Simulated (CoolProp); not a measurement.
A Linde-Hampson liquefier for carbon monoxide: isothermal reversible compression at 290 K from 1 atm to 10 MPa, throttling to 1 atm, return gas leaving the recuperator 5 K below the feed. Each further row changes one setting.

The numbers come from the reference Helmholtz-energy equation of state, Lemmon 2006 in CoolProp. It is a short technical equation, of lower accuracy than the large ones.

```csv
case,liquid yield per pass,compression work (kJ/kg of gas)
as stated,0.045,393
high pressure 20 MPa,…,453
warm-end temperature 320 K,…,…
warm-end gap 10 K,…,393
```

**Question.** Complete the blanks.

**Answer.** 
- high pressure 20 MPa, liquid yield per pass: 0.083
- warm-end temperature 320 K, liquid yield per pass: 0.031
- warm-end temperature 320 K, compression work (kJ/kg of gas): 436
- warm-end gap 10 K, liquid yield per pass: 0.033
